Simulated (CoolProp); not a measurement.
The fluid at 465.09 K and 0.0287 MPa flows at 1.9 m/s in a round tube of 12.7 mm bore and 0.25 µm roughness, fully developed (64/Re and Nu = 3.66 if laminar; Colebrook and Gnielinski if turbulent). The same conditions are run with several fluids, on thermodynamics alone (safety and materials aside).

Computed with CoolProp (reference Helmholtz-energy equation of state of each fluid (o-xylene: Zhou 2012; R404A: Lemmon 2003; benzene: Thol 2012; R11: Jacobsen 1992; n-hexane: Thol 2019)). Blends and air are pseudo-pure fits.

### Question
Rank o-xylene, R404A, benzene, R11, n-hexane by Reynolds number, highest first.

### Answer
o-xylene (1910), n-hexane (1590), R11 (1530), benzene (1200), R404A (935)

```json
[
 {"fluid": "o-xylene", "Darcy friction factor": "0.0335", "pressure drop (Pa/m)": "3.79", "heat-transfer coefficient (W/(m² K))": "8.25", "mass flow (kg/h)": "0.689"},
 {"fluid": "R404A", "Darcy friction factor": "0.0684", "pressure drop (Pa/m)": "7.05", "heat-transfer coefficient (W/(m² K))": "7.39", "mass flow (kg/h)": "0.628"},
 {"fluid": "benzene", "Darcy friction factor": "0.0533", "pressure drop (Pa/m)": "4.41", "heat-transfer coefficient (W/(m² K))": "7.60", "mass flow (kg/h)": "0.504"},
 {"fluid": "R11", "Darcy friction factor": "0.0418", "pressure drop (Pa/m)": "6.08", "heat-transfer coefficient (W/(m² K))": "4.43", "mass flow (kg/h)": "0.885"},
 {"fluid": "n-hexane", "Darcy friction factor": "0.0402", "pressure drop (Pa/m)": "3.67", "heat-transfer coefficient (W/(m² K))": "8.98", "mass flow (kg/h)": "0.557"}
]
```

Transport values come from each fluid's own correlations; those of R11 are estimates that may be off by 10 % or more.
